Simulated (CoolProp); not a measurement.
Properties of cyclopentane at several states (Tc = 238.6 °C, pc = 4583 kPa, ω = 0.202).

Values from CoolProp's reference Helmholtz-energy equation of state, Gedanitz 2015.

```csv
T (°C),p (kPa),phase,cv (kJ/(kg K)),Prandtl number
261.35,520,gas,2.188,0.745
151.75,464,gas,1.713,0.739
8.65,13500,liquid,1.213,4.93
-83.55,105,liquid,0.9758,8.87
250.75,3940,gas,2.239,0.943
```

Viscosity comes from a separate model (Chung 1988), a generic estimate that can be far off for the liquid and wasn't checked against measurements. Thermal conductivity comes from a separate model (Vassiliou 2015).
